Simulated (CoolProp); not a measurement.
Properties of R143a along the isotherm 226.85 °C (Tc = 72.7 °C, pc = 3762 kPa, ω = 0.261).

Computed with CoolProp (reference Helmholtz-energy equation of state, Lemmon and Jacobsen 2000).

```csv
p (kPa),phase,density (kg/m³),speed of sound (m/s),expansivity (1/kK),viscosity (µPa s),Prandtl number
2890,gas,62.85,219.9,2.686,19.5,0.672
5790,supercritical,135.3,211.7,3.480,21.9,0.768
8680,supercritical,215.3,209.6,4.212,25.4,0.888
11600,supercritical,298.8,215.4,4.636,29.8,1.02
14500,supercritical,377.1,229.2,4.620,34.9,1.14
17400,supercritical,445.7,248.6,4.307,40.1,1.24
20300,supercritical,503.5,270.8,3.903,45.1,1.31
23100,supercritical,550.4,292.9,3.530,49.8,1.37
26000,supercritical,591.7,315.7,3.195,54.2,1.43
28900,supercritical,627.2,337.9,2.912,58.5,1.47
31800,supercritical,658.0,359.4,2.676,62.4,1.52
34700,supercritical,685.2,380.1,2.477,66.2,1.55
37600,supercritical,709.4,400.2,2.308,69.8,1.59
```

Viscosity comes from a separate model (Klein 1997), an estimate that may be off by 10 % or more. Thermal conductivity comes from a separate model (McLinden 2000), an estimate that may be off by 10 % or more.
